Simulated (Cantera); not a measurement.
# Si + Cl2 + H2 (chlorosilane synthesis and conversion)

Charge: 1 mol Si, a varied amount of Cl2, 6.2 mol H2, held at 1223 K and 19000 Pa.

Equilibrium computed with Cantera from the NASA thermochemical tables; the gas is ideal and each condensed phase is pure. Candidate condensed phases: Si; 19 gas species. The tables' values for SiCl3 are old estimates; treat these amounts as uncertain. The numbers say what is thermodynamically allowed, not how fast it happens.

```csv
n(Cl2) (mol),x H2,x HCl,x SiCl4,x SiHCl3,x SiCl2,x SiCl3,x SiH2Cl2,x SiH3Cl,n Si(s)
0.5,0.918,0.0498,0.0138,0.00782,0.00658,0.00337,0.000593,1.24e-5,0.790
0.79,0.889,0.0576,0.0261,0.0125,0.00907,0.00545,0.000791,1.38e-5,0.638
1.1,0.861,0.0630,0.0399,0.0168,0.0112,0.00749,0.000947,1.47e-5,0.475
1.4,0.836,0.0667,0.0533,0.0206,0.0130,0.00931,0.00106,1.51e-5,0.315
1.6,0.821,0.0687,0.0622,0.0229,0.0140,0.0104,0.00113,1.53e-5,0.209
1.9,0.799,0.0711,0.0753,0.0261,0.0154,0.0121,0.00121,1.54e-5,0.0494
2.2,0.764,0.103,0.0928,0.0212,0.00862,0.0100,0.000646,5.43e-6,0
2.5,0.713,0.158,0.103,0.0144,0.00380,0.00702,0.000266,1.36e-6,0
2.8,0.657,0.218,0.107,0.00998,0.00192,0.00508,0.000124,4.22e-7,0
```
x: gas mole fraction; n: condensed amount in mol.

From 0.5 mol Cl2 to 1.9 mol Cl2 the condensed part is Si(s). From 2.2 mol Cl2 to 2.8 mol Cl2 nothing is condensed. The main Si-bearing gas is SiCl4 throughout.
